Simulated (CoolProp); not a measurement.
A single-stage vapour-compression cycle with R152A: evaporating at 244.15 K (dew point), condensing at 305.15 K (bubble point), superheat 2 K, subcooling 5 K, compressor efficiency 0.9, no pressure losses. Each further row changes one setting.

Computed with CoolProp (reference Helmholtz-energy equation of state, Outcalt 1996). It is a modified Benedict-Webb-Rubin equation, recast in Helmholtz form.

| case | cooling COP | pressure ratio | discharge temperature (K) | refrigerating effect (kJ/kg) | volumetric capacity (kJ/m³) |
|---|---|---|---|---|---|
| as stated | 2.91 | 9.03 | 339.5 | 241 | 652 |
| evaporating temperature 249.15 K | … | 7.20 | … | … | … |
| condensing temperature 300.15 K | 3.25 | … | 332.9 | 250 | 676 |
| subcooling 10 K | … | 9.03 | 339.5 | 250 | 676 |
| superheat 12 K | 2.90 | 9.03 | 350.1 | 250 | … |
| compressor efficiency 0.8 | 2.59 | 9.03 | … | 241 | 652 |

### Question
What belongs in the gaps?

### Answer

- evaporating temperature 249.15 K, cooling COP: 3.30
- evaporating temperature 249.15 K, discharge temperature (K): 335.6
- evaporating temperature 249.15 K, refrigerating effect (kJ/kg): 245
- evaporating temperature 249.15 K, volumetric capacity (kJ/m³): 819
- condensing temperature 300.15 K, pressure ratio: 7.82
- subcooling 10 K, cooling COP: 3.02
- superheat 12 K, volumetric capacity (kJ/m³): 648
- compressor efficiency 0.8, discharge temperature (K): 347.7
